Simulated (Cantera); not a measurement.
A closed system holds: 1 mol AlCl3, 1.3 mol N2O, 240 mol N2, equilibrated at 0.133 bar.

Cantera equilibrium calculation (NASA polynomials, part measured and part estimated; ideal gas, pure solids and liquids). Candidate condensed phases: Al, AlCl3, AlN, Al2O3; 24 gas species. The numbers say what is thermodynamically allowed, not how fast it happens. All values below are at 1273 K.

Base state: N2 0.993, Cl2 0.00446, Cl 0.00177, AlCl3 0.000549 (mole fractions); condensed: Al2O3(s).

Problem. What changes in the equilibrium state with this change: N2O from 1.3 to 0.59 mol?

Solution. 
| species | before | after |
|---|---|---|
| N2 | 0.993 | 0.994 |
| AlCl3 | 0.000549 | 0.00251 |
| Cl2 | 0.00446 | 0.00186 |
| Cl | 0.00177 | 0.00115 |
| Al2O3(s), mol | 0.433 | 0.197 |
